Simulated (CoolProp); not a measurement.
Water along the isotherm 402.05 °C: density (kg/m³) from the reference equation and from simpler models built on Tc = 373.9 °C, pc = 22.06 MPa, ω = 0.344; each cubic takes its own stable root.

Values from CoolProp's reference Helmholtz-energy equation of state, Wagner 2002.

```tsv
p (MPa)	phase	reference	ideal gas	Redlich-Kwong	Soave-Redlich-Kwong	Peng-Robinson
3.68	gas	12.42	(withheld)	(withheld)	12.43	(withheld)
7.35	gas	26.32	23.59	26.42	26.32	(withheld)
11	gas	42.23	35.30	42.37	42.07	42.94
14.7	gas	61.53	47.17	61.58	60.84	62.61
18.4	gas	85.98	59.05	85.70	83.94	87.15
22.1	supercritical	120.0	70.92	119.3	114.6	120.2
25.7	supercritical	174.8	82.47	176.6	159.8	169.3
29.4	supercritical	301.9	94.35	269.0	233.8	249.6
33.1	supercritical	429.1	106.2	315.1	(withheld)	313.6
```

Q: Some entries are withheld; supply them.

A: 
- 3.68, ideal gas: 11.81
- 3.68, Redlich-Kwong: 12.45
- 3.68, Peng-Robinson: 12.51
- 7.35, Peng-Robinson: 26.66
- 33.1, Soave-Redlich-Kwong: 289.9
